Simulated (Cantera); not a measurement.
# Oxide etching and cleaning by halides: B2O3 + BCl3 + N2

Charge: 1 mol B2O3, 1.4 mol BCl3, 21 mol N2, at 78.0 mbar.

Method: chemical equilibrium by Gibbs-energy minimisation in Cantera with the NASA 1993 tables (ideal gas, pure condensed phases). Candidate condensed phases: B, BN, B2O3; 25 gas species. N2 is the only nitrogen source here; it is nearly inert below about 1500 K, so the nitride shown seldom forms there in practice. Mutual solubility and eutectic melting of coexisting phases are not modelled. The tables' values for BOCl, BCl2 are old estimates; treat these amounts as uncertain. The numbers say what is thermodynamically allowed, not how fast it happens.

| T (K) | x N2 | x BCl3 | x B3O3Cl3 | x BOCl | x Cl | x B2O3 | x BCl2 | x Cl2 | n B2O3(l) | n BN(s) |
|---|---|---|---|---|---|---|---|---|---|---|
| 800 | 0.938 | 0.0556 | 0.00691 | 7.22e-10 | 1.37e-9 | <1e-12 | <1e-12 | 1.67e-9 | 0.845 | 0 |
| 875 | 0.938 | 0.0540 | 0.00850 | 1.41e-8 | 1.28e-8 | <1e-12 | 9.81e-12 | 6.01e-9 | 0.810 | 0 |
| 950 | 0.938 | 0.0526 | 0.00993 | 1.70e-7 | 8.43e-8 | 3.44e-12 | 1.84e-10 | 1.77e-8 | 0.777 | 0 |
| 1025 | 0.937 | 0.0513 | 0.0112 | 1.42e-6 | 4.23e-7 | 1.38e-10 | 2.23e-9 | 4.45e-8 | 0.749 | 0 |
| 1100 | 0.937 | 0.0502 | 0.0123 | 8.76e-6 | 1.71e-6 | 3.28e-9 | 1.92e-8 | 9.88e-8 | 0.724 | 0 |
| 1175 | 0.937 | 0.0492 | 0.0133 | 4.26e-5 | 5.77e-6 | 5.11e-8 | 1.25e-7 | 1.98e-7 | 0.702 | 0 |
| 1250 | 0.937 | 0.0483 | 0.0141 | 0.000171 | 1.69e-5 | 5.65e-7 | 6.48e-7 | 3.67e-7 | 0.683 | 0 |
| 1325 | 0.937 | 0.0475 | 0.0148 | 0.000581 | 4.40e-5 | 4.70e-6 | 2.78e-6 | 6.33e-7 | 0.665 | 0 |
| 1400 | 0.936 | 0.0465 | 0.0153 | 0.00173 | 0.000103 | 3.08e-5 | 1.01e-5 | 1.03e-6 | 0.644 | 0.000705 |
x: gas mole fraction; n: condensed amount in mol.

From 800 K to 1325 K the condensed part is B2O3(l). At 1400 K the condensed part is BN(s) + B2O3(l). The main B-bearing gas is BCl3 throughout. The share of B in condensed phases is highest at 800 K (49.7 %) and lowest at 1400 K (37.9 %).
